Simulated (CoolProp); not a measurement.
Vapour-liquid equilibrium of R125 (1) + fluoroethane (R161) (2) at 0.692 MPa; x and y are mole fractions of (1).

Values from CoolProp's multi-fluid Helmholtz-energy mixture model, Lemmon 2005 and Wu 2012; pair parameters Bell 2016.

Question: Give the bubble temperature and the first vapour's composition at x = 0.2, 0.65, 0.8. Is there an azeotrope?

Answer: x = 0.2: 11.8 °C, y = 0.264; x = 0.65: 4.4 °C, y = 0.733; x = 0.8: 2.7 °C, y = 0.847. No azeotrope shows between x = 0.05 and 0.95.

The pair parameters rest on a limited set of measurements; away from them the model extrapolates. The gap from Raoult's law changes sign with composition, which may be real or a fault of the pair parameters; it wasn't checked against measurements.
